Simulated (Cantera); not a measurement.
Feed: 1 mol Si, 2.3 mol H2O, 3.3 mol N2, equilibrated at 1.33 mbar.

These are equilibrium values from Cantera (NASA tables, ideal gas, pure condensed phases), not measurements of a reactor. Candidate condensed phases: H2O, Si, SiO2, Si2N2O, Si3N4; 35 gas species. The tables hold silica as quartz up to 1696 K and as liquid above; real silica turns to tridymite and cristobalite and melts near 1996 K. Rates play no part.

Task: What share of the Si ends up in condensed phases as a function of T (K), at 1023, 1123, 1223, 1323, 1423, 1523, 1623, 1723, 1823, 1923, 2023, 2123?

Result: 
```
T (K)  Si condensed (%)               as
-----  ----------------  ---------------
1023              100.0   SiO2(β-quartz)
1123              100.0   SiO2(β-quartz)
1223              100.0   SiO2(β-quartz)
1323              100.0   SiO2(β-quartz)
1423              100.0   SiO2(β-quartz)
1523              100.0   SiO2(β-quartz)
1623               99.9   SiO2(β-quartz)
1723               98.8  SiO2(condensed)
1823               92.6  SiO2(condensed)
1923               72.9  SiO2(condensed)
2023               33.9          SiO2(l)
2123                0.0                -
```
